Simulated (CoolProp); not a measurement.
A simple Rankine cycle with n-pentane: condensing at 308.15 K, boiler at 2.15 MPa, turbine inlet 446.1 K, turbine efficiency 0.9, pump efficiency 0.7, no recuperator. Each further row changes one setting.

Values from CoolProp's reference Helmholtz-energy equation of state, Thol 2019.

```json
[
 {"case": "as stated", "thermal efficiency (%)": "18.7", "net work (kJ/kg)": "106", "heat in (kJ/kg)": "569", "turbine exit temperature (K)": "364.2", "volume ratio over the turbine": "27.5"},
 {"case": "turbine inlet 466.1 K", "thermal efficiency (%)": "18.5", "net work (kJ/kg)": "116", "heat in (kJ/kg)": "[?]", "turbine exit temperature (K)": "388.8", "volume ratio over the turbine": "25.0"},
 {"case": "condensing temperature 300.15 K", "thermal efficiency (%)": "19.8", "net work (kJ/kg)": "116", "heat in (kJ/kg)": "588", "turbine exit temperature (K)": "[?]", "volume ratio over the turbine": "36.1"},
 {"case": "boiler pressure 1.5 MPa", "thermal efficiency (%)": "17.1", "net work (kJ/kg)": "102", "heat in (kJ/kg)": "[?]", "turbine exit temperature (K)": "380.8", "volume ratio over the turbine": "16.4"},
 {"case": "turbine efficiency 0.8", "thermal efficiency (%)": "[?]", "net work (kJ/kg)": "93.9", "heat in (kJ/kg)": "569", "turbine exit temperature (K)": "[?]", "volume ratio over the turbine": "[?]"}
]
```

Q: Complete the blanks.

A: 
- turbine inlet 466.1 K, heat in (kJ/kg): 629
- condensing temperature 300.15 K, turbine exit temperature (K): 358.5
- boiler pressure 1.5 MPa, heat in (kJ/kg): 599
- turbine efficiency 0.8, thermal efficiency (%): 16.5
- turbine efficiency 0.8, turbine exit temperature (K): 370.4
- turbine efficiency 0.8, volume ratio over the turbine: 28.0
